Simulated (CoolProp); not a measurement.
A single-stage vapour-compression cycle with propane: evaporating at 249.15 K (dew point), condensing at 291.15 K (bubble point), superheat 8 K, subcooling 2 K, compressor efficiency 0.9, no pressure losses. Each further row changes one setting.

The numbers come from the reference Helmholtz-energy equation of state, Lemmon 2009 in CoolProp.

| case | cooling COP | pressure ratio | discharge temperature (K) | refrigerating effect (kJ/kg) | volumetric capacity (kJ/m³) |
|---|---|---|---|---|---|
| as stated | 4.48 | 3.76 | 310.5 | 319 | 1470 |
| evaporating temperature 254.15 K | 5.30 | 3.13 | 308.6 | (withheld) | (withheld) |
| condensing temperature 286.15 K | 5.22 | 3.28 | 304.7 | 332 | 1530 |
| subcooling 7 K | (withheld) | 3.76 | 310.5 | 332 | 1530 |
| superheat 18 K | 4.50 | 3.76 | 320.5 | 335 | 1480 |
| compressor efficiency 0.8 | 3.98 | 3.76 | 315.1 | 319 | 1470 |

Question: Some entries are withheld; supply them.

Answer: 
- evaporating temperature 254.15 K, refrigerating effect (kJ/kg): 325
- evaporating temperature 254.15 K, volumetric capacity (kJ/m³): 1780
- subcooling 7 K, cooling COP: 4.67
